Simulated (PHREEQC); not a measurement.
1 kg of water holding 0.069 mol MgSO4 and 0.0098 mol KCl is evaporated at 30 °C; the solids stay in contact with the brine. CO2 from the air is kept out. The run lets Arcanite, Bischofite, Brucite, Carnallite, Epsomite, Hexahydrite, Kainite, Kieserite, Leonite, Misenite, Schoenite, Sylvite, MgCl2_4H2O precipitate or redissolve, and no other solid.

Model: Pitzer model, pitzer.dat, run in PHREEQC.

```json
[
 {"water left (kg)": "1", "ionic strength": "0.286", "water activity": "0.998", "Epsomite (mol)": "0", "Schoenite (mol)": "0", "Cl in solution (mol/kgw)": "0.00980", "K in solution (mol/kgw)": "0.00980", "Mg in solution (mol/kgw)": "0.0690"},
 {"water left (kg)": "0.8219", "ionic strength": "0.348", "water activity": "0.998", "Epsomite (mol)": "0", "Schoenite (mol)": "0", "Cl in solution (mol/kgw)": "0.0119", "K in solution (mol/kgw)": "0.0119", "Mg in solution (mol/kgw)": "0.0840"},
 {"water left (kg)": "0.5552", "ionic strength": "0.515", "water activity": "0.997", "Epsomite (mol)": "0", "Schoenite (mol)": "0", "Cl in solution (mol/kgw)": "0.0177", "K in solution (mol/kgw)": "0.0177", "Mg in solution (mol/kgw)": "0.124"},
 {"water left (kg)": "0.4563", "ionic strength": "0.626", "water activity": "0.996", "Epsomite (mol)": "0", "Schoenite (mol)": "0", "Cl in solution (mol/kgw)": "0.0215", "K in solution (mol/kgw)": "0.0215", "Mg in solution (mol/kgw)": "0.151"},
 {"water left (kg)": "0.3082", "ionic strength": "0.927", "water activity": "0.995", "Epsomite (mol)": "0", "Schoenite (mol)": "0", "Cl in solution (mol/kgw)": "0.0318", "K in solution (mol/kgw)": "0.0318", "Mg in solution (mol/kgw)": "0.224"},
 {"water left (kg)": "0.2533", "ionic strength": "1.13", "water activity": "0.993", "Epsomite (mol)": "0", "Schoenite (mol)": "0", "Cl in solution (mol/kgw)": "0.0387", "K in solution (mol/kgw)": "0.0387", "Mg in solution (mol/kgw)": "0.272"},
 {"water left (kg)": "0.1711", "ionic strength": "1.67", "water activity": "0.990", "Epsomite (mol)": "0", "Schoenite (mol)": "0", "Cl in solution (mol/kgw)": "0.0573", "K in solution (mol/kgw)": "0.0573", "Mg in solution (mol/kgw)": "0.403"},
 {"water left (kg)": "0.1407", "ionic strength": "2.03", "water activity": "0.989", "Epsomite (mol)": "0", "Schoenite (mol)": "0", "Cl in solution (mol/kgw)": "0.0697", "K in solution (mol/kgw)": "0.0697", "Mg in solution (mol/kgw)": "0.491"},
 {"water left (kg)": "0.09502", "ionic strength": "3.01", "water activity": "0.983", "Epsomite (mol)": "0", "Schoenite (mol)": "0", "Cl in solution (mol/kgw)": "0.103", "K in solution (mol/kgw)": "0.103", "Mg in solution (mol/kgw)": "0.726"},
 {"water left (kg)": "0.07809", "ionic strength": "3.66", "water activity": "0.979", "Epsomite (mol)": "0", "Schoenite (mol)": "0", "Cl in solution (mol/kgw)": "0.126", "K in solution (mol/kgw)": "0.126", "Mg in solution (mol/kgw)": "0.884"},
 {"water left (kg)": "0.06418", "ionic strength": "4.45", "water activity": "0.974", "Epsomite (mol)": "0", "Schoenite (mol)": "0", "Cl in solution (mol/kgw)": "0.153", "K in solution (mol/kgw)": "0.153", "Mg in solution (mol/kgw)": "1.08"},
 {"water left (kg)": "0.04335", "ionic strength": "6.59", "water activity": "0.958", "Epsomite (mol)": "0", "Schoenite (mol)": "0", "Cl in solution (mol/kgw)": "0.226", "K in solution (mol/kgw)": "0.226", "Mg in solution (mol/kgw)": "1.59"},
 {"water left (kg)": "0.03564", "ionic strength": "8.02", "water activity": "0.944", "Epsomite (mol)": "0", "Schoenite (mol)": "0", "Cl in solution (mol/kgw)": "0.275", "K in solution (mol/kgw)": "0.275", "Mg in solution (mol/kgw)": "1.94"},
 {"water left (kg)": "0.02407", "ionic strength": "11.9", "water activity": "0.894", "Epsomite (mol)": "0", "Schoenite (mol)": "0", "Cl in solution (mol/kgw)": "0.407", "K in solution (mol/kgw)": "0.407", "Mg in solution (mol/kgw)": "2.87"},
 {"water left (kg)": "0.01871", "ionic strength": "13.5", "water activity": "0.865", "Epsomite (mol)": "0.00849", "Schoenite (mol)": "0", "Cl in solution (mol/kgw)": "0.524", "K in solution (mol/kgw)": "0.524", "Mg in solution (mol/kgw)": "3.23"},
 {"water left (kg)": "0.007897", "ionic strength": "13.1", "water activity": "0.842", "Epsomite (mol)": "0.0414", "Schoenite (mol)": "0.00239", "Cl in solution (mol/kgw)": "1.24", "K in solution (mol/kgw)": "0.635", "Mg in solution (mol/kgw)": "3.20"},
 {"water left (kg)": "0.003926", "ionic strength": "12.4", "water activity": "0.804", "Epsomite (mol)": "0.0529", "Schoenite (mol)": "0.00362", "Cl in solution (mol/kgw)": "2.50", "K in solution (mol/kgw)": "0.652", "Mg in solution (mol/kgw)": "3.17"}
]
```

Epsomite from water left = 0.01871 kg; Schoenite from water left = 0.0128 kg.
